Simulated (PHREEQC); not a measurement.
Consider water at 25 °C with 65 mmol/kgw HF, 110 mmol/kgw NH4F, 3.5 mmol/kgw (NH4)2SiF6 and 140 mmol/kgw H2SO4. Closed to the air; pH follows from the charge balance.

Model: ion-association model, phreeqc.dat, run in PHREEQC.

This is a speciation only: nothing precipitates in the calculation.

Order these F species by the share of F that they hold, largest first: F-, SiF6-2, HF2-, HF.

HF (86 %), SiF6-2 (11 %), HF2- (1.7 %), F- (1.3 %)

The pH is 1.18 and the ionic strength 0.229 mol/kgw. SiF6-2 is the database's only silicon fluoride.
